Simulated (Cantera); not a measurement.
A Cantera script and what it prints.

```python
import numpy as np
import cantera as ct

gas_names = """
    NH3 O N2
""".split()
cond_names = """
    Sr(a) Sr(b) Sr(L) SrO2H2(s) SrO2H2(L)
""".split()


def load(file, names, dense=False):
    # The tables refer to 1 bar. Condensed volumes are neglected.
    table = {s.name: s for s in ct.Species.list_from_file(file)}
    out = []
    for n in names:
        d = dict(table[n].input_data)
        d["thermo"] = dict(d["thermo"], **{"reference-pressure": 1e5})
        if dense:
            d["equation-of-state"] = {"model": "constant-volume", "density": "1e6 g/cm^3"}
        out.append(ct.Species.from_dict(d))
    return out


species = {s.name: s for s in load("nasa_gas.yaml", gas_names) + load("nasa_condensed.yaml", cond_names)}
# Each term lists the table entries of one substance; the one whose range holds T is used.
reactions = {
    '2 NH3(g) + 3 Sr + 6 O(g) = 3 Sr(OH)2 + N2(g)':
        [(-2, ['NH3']), (-3, ['Sr(a)', 'Sr(b)', 'Sr(L)']), (-6, ['O']), (3, ['SrO2H2(s)', 'SrO2H2(L)']), (1, ['N2'])],
}


def pick(names, T):
    return next(species[n] for n in names if species[n].thermo.min_temp <= T <= species[n].thermo.max_temp)


results = []
for label, terms in reactions.items():
    print(label)
    print("     T/K   dH/kJ  dS/(J/K)   dG/kJ   log10 K")
    for T in [300, 448, 548, 648, 748, 848, 948, 1048, 1148, 1248, 1348, 1448]:
        used = [(nu, pick(names, T)) for nu, names in terms]
        dH = sum(nu * s.thermo.h(T) for nu, s in used) / 1e6
        dS = sum(nu * s.thermo.s(T) for nu, s in used) / 1e3
        dG = dH - T * dS / 1e3
        logK = -dG * 1e6 / (ct.gas_constant * T * np.log(10))
        results.append((label, T, dH, dS, dG, logK, [s.name for _, s in used]))
        print(f"{T:8g} {dH:8.1f} {dS:8.1f} {dG:8.1f} {logK:8.2f}")
```

It prints:

```
2 NH3(g) + 3 Sr + 6 O(g) = 3 Sr(OH)2 + N2(g)
     T/K   dH/kJ  dS/(J/K)   dG/kJ   log10 K
     300  -4309.9  -1034.3  -3999.7   696.39
     448  -4310.5  -1036.4  -3846.2   448.44
     548  -4306.8  -1029.1  -3742.9   356.76
     648  -4299.9  -1017.6  -3640.5   293.45
     748  -4289.7  -1003.0  -3539.4   247.16
     848  -4212.8   -905.2  -3445.2   212.21
     948  -4194.6   -884.9  -3355.7   184.90
    1048  -4201.1   -890.4  -3268.0   162.88
    1148  -4185.8   -876.4  -3179.7   144.67
    1248  -4170.8   -863.9  -3092.7   129.44
    1348  -4156.2   -852.6  -3006.9   116.51
    1448  -4141.9   -842.4  -2922.1   105.41
```

Standard-state values (1 bar) from the NASA 1993 polynomials, evaluated with Cantera. Condensed species are held in their standard states even where they would react or evaporate.
